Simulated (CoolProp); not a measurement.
Computed with CoolProp (reference Helmholtz-energy equation of state, Lemmon 2005). It is a short technical equation, of lower accuracy than the large ones.

For cis-2-butene, give the phase and the Z, cp (kJ/(kg K)), speed of sound (m/s), expansivity (1/kK) at 185.3 K and 0.335 MPa; 200.5 K and 0.335 MPa.


- 185.3 K and 0.335 MPa: liquid; Z 0.0165, cp 1.98, speed of sound 1620, expansivity 1.39
- 200.5 K and 0.335 MPa: liquid; Z 0.0156, cp 1.98, speed of sound 1530, expansivity 1.43
